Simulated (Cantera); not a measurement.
Charge: 1 mol Si(CH3)4, 1.4 mol CH4, 55 mol H2, equilibrated at 645 Torr.

Cantera equilibrium calculation (NASA polynomials, part measured and part estimated; ideal gas, pure solids and liquids). Candidate condensed phases: C, C6H6, C7H8, C8H18, Si, SiC; 87 gas species. Gases not in the tables: Si2H6 and higher silanes. Equilibrium is a limit: real reactors are often held back by kinetics, nucleation or transport.

Task: At 2548 K, list the 4 most abundant gas species with their mole fractions, and the condensed phases.

Result: H2 0.951, H 0.0325, C2H2 (acetylene) 0.0125, Si 0.00210. Condensed: C(graphite) + SiC(s).
